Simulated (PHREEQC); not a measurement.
Solution (25 °C and 300 atm): 0.0024 mol MgCl2, 0.21 mol Na2SO4 and 7.3e-05 mol Fe2(SO4)3 per kg of water. Closed to the air; pH follows from the charge balance.

Computed with PHREEQC (ion-association model, phreeqc.dat).

- pH: 4.36
- ionic strength: 0.516 mol/kgw
- activity of water: 0.990
- specific conductance: 26500 µS/cm
- density: 1.037 g/cm³
- total alkalinity: -0.292 meq/kg

```csv
species,molality,activity,log γ
Na+,0.363,0.262,-0.142
SO4-2,0.151,0.0313,-0.684
NaSO4-,0.0574,0.0398,-0.159
Cl-,0.00480,0.00313,-0.186
MgSO4,0.00152,0.00171,0.052
Mg+2,0.000878,0.000262,-0.526
HSO4-,0.000134,9.88e-5,-0.132
Fe(OH)2+,8.12e-5,5.64e-5,-0.159
H+,5.72e-5,4.38e-5,-0.116
FeOH+2,2.79e-5,6.06e-6,-0.663
FeSO4+,2.03e-5,1.39e-5,-0.166
Fe(SO4)2-,1.56e-5,1.15e-5,-0.132
Fe+3,3.67e-7,3.34e-8,-1.041
Fe(OH)3,1.81e-7,2.04e-7,0.052
```

Precipitation was switched off in this run. Saturation is exceeded, for instance for Hematite (slow to form), Goethite (slow to form); the values hold only as long as no solid forms. Under pressure, the constants of complexes without a molar volume in the database are unreliable.
